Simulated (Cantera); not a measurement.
Input (Python, Cantera):

```python
import numpy as np
import cantera as ct

surf = ct.Interface("diamond.yaml", "diamond_100")
gas, bulk = surf.adjacent["gas"], surf.adjacent["diamond"]
k = surf.kinetics_species_index(bulk.species_names[0])
cover = ["c6HH", "c6H*", "c6*H", "c6**", "c6HM", "c6B"]

rows, drift = [], 0.0
print(f"{'T':>10s}{'um/h':>11s}" + "".join(f"{s:>11s}" for s in cover))
for v in [925, 1000, 1075, 1150, 1225, 1300, 1375]:
    T, P, xH, xCH3 = v, 15000, 0.00063, 1.2e-05
    gas.TPX = T, P, {"H": xH, "CH3": xCH3, "CH4": 0.0058, "H2": 1 - xH - xCH3 - 0.0058}
    surf.TP = bulk.TP = T, P
    surf.coverages = "c6H*:0.1, c6HH:0.9"
    surf.advance_coverages(100.0)
    before = surf.coverages
    surf.advance_coverages(100.0)
    drift = max(drift, np.max(np.abs(surf.coverages - before) / (surf.coverages + 1e-9)))
    rate = surf.net_production_rates[k] * bulk.mean_molecular_weight / bulk.density * 3.6e9
    rows.append([rate, *surf[cover].coverages])
    print(f"{v:10.4g}{rate:11.4e}" + "".join(f"{x:11.3e}" for x in rows[-1][1:]))
```

It prints:

```
         T       um/h       c6HH       c6H*       c6*H       c6**       c6HM        c6B
       925 6.1946e-01  6.582e-01  1.197e-02  3.075e-01  5.028e-03  1.363e-02  1.681e-09
      1000 8.1766e-01  5.955e-01  1.789e-02  3.659e-01  8.507e-03  8.901e-03  2.219e-09
      1075 7.6264e-01  5.419e-01  2.464e-02  4.141e-01  1.270e-02  4.453e-03  2.069e-09
      1150 4.3495e-01  4.995e-01  3.173e-02  4.496e-01  1.694e-02  1.359e-03  1.180e-09
      1225 2.2584e-01  4.692e-01  3.862e-02  4.711e-01  2.048e-02  3.036e-04  6.128e-10
      1300 1.6148e-01  4.519e-01  4.494e-02  4.801e-01  2.285e-02  6.497e-05  4.382e-10
      1375 1.2226e-01  4.467e-01  5.043e-02  4.787e-01  2.397e-02  1.437e-05  3.318e-10
```

Computed with Cantera and the Harris–Goodwin 1993 mechanism for the reconstructed diamond (100) surface.
